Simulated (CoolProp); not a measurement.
A single-stage vapour-compression cycle with R22: evaporating at 234.15 K (dew point), condensing at 300.15 K (bubble point), superheat 0 K, subcooling 2 K, compressor efficiency 0.85, no pressure losses. Each further row changes one setting.

Computed with CoolProp (reference Helmholtz-energy equation of state, Kamei 1995).

| case | cooling COP | pressure ratio | discharge temperature (K) | refrigerating effect (kJ/kg) | volumetric capacity (kJ/m³) |
|---|---|---|---|---|---|
| as stated | 2.29 | 9.99 | 354.0 | 158 | 805 |
| evaporating temperature 239.15 K | 2.59 | 7.98 | 348.0 | 161 | 1010 |
| condensing temperature 295.15 K | 2.55 | 8.73 | 346.2 | 165 | 837 |
| subcooling 7 K | 2.38 | 9.99 | 354.0 | 165 | 837 |
| superheat 10 K | 2.27 | 9.99 | 365.8 | 164 | 798 |
| compressor efficiency 0.75 | 2.02 | 9.99 | 365.6 | 158 | 805 |
